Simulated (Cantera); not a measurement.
Feed: 1 mol FeS2, 0.38 mol SO3, 0.44 mol O2, at 750 K.

Cantera equilibrium calculation (NASA polynomials, part measured and part estimated; ideal gas, pure solids and liquids). Candidate condensed phases: Fe, FeO, FeS, FeSO4, FeS2, Fe2O3, Fe2(SO4)3, Fe3O4, S; 12 gas species. Gases not in the tables: S3 to S7. Equilibrium is a limit: real reactors are often held back by kinetics, nucleation or transport.

x: gas mole fraction; n: condensed amount in mol.

```json
[
 {"P (Pa)": "1000", "x SO2": "0.996", "x S2": "0.00412", "x S2O": "0.000350", "x SO": "4.01e-7", "x S8": "3.32e-12", "x SO3": "2.36e-9", "n FeS2(s)": "0.761", "n Fe3O4(s)": "0.0797", "n FeSO4(s)": "0"},
 {"P (Pa)": "3500", "x SO2": "0.997", "x S2": "?", "x S2O": "?", "x SO": "?", "x S8": "?", "x SO3": "?", "n FeS2(s)": "0.762", "n Fe3O4(s)": "0.0793", "n FeSO4(s)": "0"},
 {"P (Pa)": "13000", "x SO2": "0.999", "x S2": "?", "x S2O": "?", "x SO": "?", "x S8": "?", "x SO3": "?", "n FeS2(s)": "0.763", "n Fe3O4(s)": "0.0790", "n FeSO4(s)": "0"},
 {"P (Pa)": "45000", "x SO2": "0.999", "x S2": "0.000615", "x S2O": "0.000218", "x SO": "9.65e-8", "x S8": "1.50e-10", "x SO3": "9.88e-9", "n FeS2(s)": "0.763", "n Fe3O4(s)": "0.0789", "n FeSO4(s)": "0"},
 {"P (Pa)": "160000", "x SO2": "0.999", "x S2": "0.000326", "x S2O": "0.000186", "x SO": "6.00e-8", "x S8": "5.35e-10", "x SO3": "1.59e-8", "n FeS2(s)": "0.763", "n Fe3O4(s)": "0.0788", "n FeSO4(s)": "0"},
 {"P (Pa)": "560000", "x SO2": "1.000", "x S2": "0.000174", "x S2O": "0.000159", "x SO": "3.75e-8", "x S8": "1.87e-9", "x SO3": "2.54e-8", "n FeS2(s)": "0.764", "n Fe3O4(s)": "0.0788", "n FeSO4(s)": "0"},
 {"P (Pa)": "2000000", "x SO2": "1.000", "x S2": "0.000173", "x S2O": "0.000218", "x SO": "2.72e-8", "x S8": "8.38e-8", "x SO3": "3.50e-8", "n FeS2(s)": "0.790", "n Fe3O4(s)": "0", "n FeSO4(s)": "0.210"}
]
```

What belongs in the gaps?


- 3500, x S2: 0.00220
- 3500, x S2O: 0.000300
- 3500, x SO: 2.51e-7
- 3500, x S8: 1.17e-11
- 3500, x SO3: 3.78e-9
- 13000, x S2: 0.00114
- 13000, x S2O: 0.000255
- 13000, x SO: 1.54e-7
- 13000, x S8: 4.34e-11
- 13000, x SO3: 6.20e-9
